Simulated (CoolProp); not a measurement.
Vapour-liquid equilibrium of R22 (1) + R11 (2) at 263.8 K; x and y are mole fractions of (1).

Values from CoolProp's multi-fluid Helmholtz-energy mixture model, Kamei 1995 and Jacobsen 1992; pair parameters Bell 2016.

Q: Give the bubble pressure and the first vapour's composition at x = 0.5, 0.65, 0.8. Is there an azeotrope?

A: x = 0.5: 219.5 kPa, y = 0.923; x = 0.65: 259.9 kPa, y = 0.949; x = 0.8: 301.1 kPa, y = 0.971. No azeotrope shows between x = 0.05 and 0.95.

Pair parameters are fitted to limited data, so mixtures are less certain than the pure fluids.
